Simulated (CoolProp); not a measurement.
Vapour-liquid equilibrium of carbon dioxide (1) + ethane (2) at 223.7 K; x and y are mole fractions of (1).

The numbers come from the multi-fluid Helmholtz-energy mixture model, Span 1996 and Bücker 2006; pair parameters Kunz 2012 in CoolProp.

Give the bubble pressure and the first vapour's composition at x = 0.35, 0.575, 0.8. Is there an azeotrope?

x = 0.35: 853.1 kPa, y = 0.498; x = 0.575: 896.4 kPa, y = 0.604; x = 0.8: 876.7 kPa, y = 0.703. y crosses x between x = 0.575 and 0.65: the model has an azeotrope there.

Pair parameters are fitted to limited data, so mixtures are less certain than the pure fluids.
